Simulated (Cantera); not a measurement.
Input: 1 mol SiH₂Cl₂, 0.087 mol HCl, 16 mol N₂, equilibrated at 1400 °C and 0.0170 bar.

Method: chemical equilibrium by Gibbs-energy minimisation in Cantera with the NASA 1993 tables (ideal gas, pure condensed phases). Candidate condensed phases: NH₄Cl, Si, Si₃N₄; 28 gas species. The tables' values for SiCl₃, SiCl are old estimates; treat these amounts as uncertain. Kinetics and transport are ignored.

### Question
What is the equilibrium state?

### Answer
```json
{
 "x(N₂)": "0.883",
 "x(HCl)": "0.0454",
 "x(H₂)": "0.0357",
 "x(SiCl₂)": "0.0341",
 "x(SiCl₃)": "0.000986",
 "x(H)": "0.000165",
 "x(Cl)": "0.000164",
 "x(SiCl₄)": "5.94e-5",
 "x(SiCl)": "2.45e-5",
 "n(Si₃N₄(s))": "0.124 mol",
 "gas_amount": "17.83 mol",
 "log10 activity of Si(s) (absent)": "-0.79"
}
```
